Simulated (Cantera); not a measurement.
Charge: 1 mol SiHCl3, 0.054 mol HCl, 510 mol H2, at 2225 °C and 1330 Pa.

Method: chemical equilibrium by Gibbs-energy minimisation in Cantera with the NASA 1993 tables (ideal gas, pure condensed phases). Candidate condensed phases: Si; 19 gas species. Rates play no part.

Base state: H2 0.800, H 0.193, HCl 0.00459, Si 0.00170, Cl 0.000783, SiH 4.67e-5 (mole fractions); condensed: gas only.

Task: What changes in the equilibrium state with this change: temperature from 2225 °C to 977 °C?

Result: 
```csv
species,before,after
H2,0.800,0.994
HCl,0.00459,0.00579
SiCl2,1.89e-7,8.48e-5
H,0.193,4.17e-6
Si,0.00170,<1e-9
SiH,4.67e-5,<1e-9
Cl,0.000783,2.08e-8
"Si(s), mol",0,0.955
```
